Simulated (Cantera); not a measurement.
**C₃H₆ + CO₂ (carbon deposition, reforming and gasification)**

Charge: 1 mol C₃H₆, a varied amount of CO₂, equilibrated at 1777 °C and 1.00 bar.

These are equilibrium values from Cantera (NASA tables, ideal gas, pure condensed phases), not measurements of a reactor. Candidate condensed phases: C, C₆H₆, C₇H₈, C₈H₁₈, H₂O; 110 gas species. Rates play no part.

| n(CO₂) (mol) | log p H₂ | log p CO | log p CO₂ | log p H₂O | log p H | log p C₂H₂ (acetylene) | log p CH₄ | log p OH | n C(graphite) |
|---|---|---|---|---|---|---|---|---|---|
| 0.28 | -0.08 | -0.80 | -6.30 | -4.89 | -2.68 | -3.05 | -3.58 | -8.46 | 2.71 |
| 0.46 | -0.12 | -0.63 | -5.95 | -4.76 | -2.70 | -3.09 | -3.66 | -8.31 | 2.53 |
| 0.77 | -0.18 | -0.47 | -5.63 | -4.67 | -2.74 | -3.16 | -3.79 | -8.18 | 2.22 |
| 1.3 | -0.27 | -0.33 | -5.36 | -4.62 | -2.78 | -3.25 | -3.97 | -8.09 | 1.69 |
| 2.1 | -0.38 | -0.23 | -5.16 | -4.63 | -2.84 | -3.36 | -4.19 | -8.05 | 0.893 |
| 3.6 | -0.57 | -0.18 | -1.67 | -1.39 | -2.93 | -10.29 | -7.94 | -4.71 | 0 |
| 5.9 | -0.89 | -0.20 | -0.91 | -0.92 | -3.09 | <-12 | -9.39 | -4.08 | 0 |
log p: log10 of the partial pressure in bar; n: condensed amount in mol.

From 0.28 mol CO₂ to 2.1 mol CO₂ the condensed part is C(graphite). From 3.6 mol CO₂ to 5.9 mol CO₂ nothing is condensed. The main C-bearing gas is CO throughout.
